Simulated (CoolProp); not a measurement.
The numbers come from the reference Helmholtz-energy equation of state, Lemmon 2003 in CoolProp. It is a pseudo-pure fit of the blend.

Task: For R404A, give the phase and the speed of sound (m/s), conductivity (mW/(m K)), Prandtl number at 292.7 K and 0.101 MPa.

Result: 
- 292.7 K and 0.101 MPa: gas; speed of sound 164, conductivity 13.1, Prandtl number 0.799

Viscosity comes from a separate model (Geller 2000). Thermal conductivity comes from a separate model (Geller 2001).
